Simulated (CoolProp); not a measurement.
Properties of octamethylcyclotetrasiloxane (D4) along the isotherm 557.7 K.

The numbers come from the reference Helmholtz-energy equation of state, Thol 2015 in CoolProp.

```tsv
p (kPa)	phase	Z	cp (kJ/(kg K))	fugacity coefficient
42.1	gas	0.9866	1.925	0.9867
84.2	gas	0.9729	1.929	0.9735
126	gas	0.9589	1.933	0.9604
168	gas	0.9446	1.938	0.9473
211	gas	0.9296	1.943	0.9339
253	gas	0.9146	1.948	0.9208
295	gas	0.8991	1.954	0.9077
337	gas	0.8832	1.960	0.8947
379	gas	0.8669	1.968	0.8817
421	gas	0.8500	1.976	0.8687
463	gas	0.8325	1.985	0.8557
505	gas	0.8143	1.995	0.8427
547	gas	0.7954	2.007	0.8297
589	gas	0.7757	2.021	0.8166
632	gas	0.7545	2.037	0.8032
674	gas	0.7325	2.057	0.7901
```
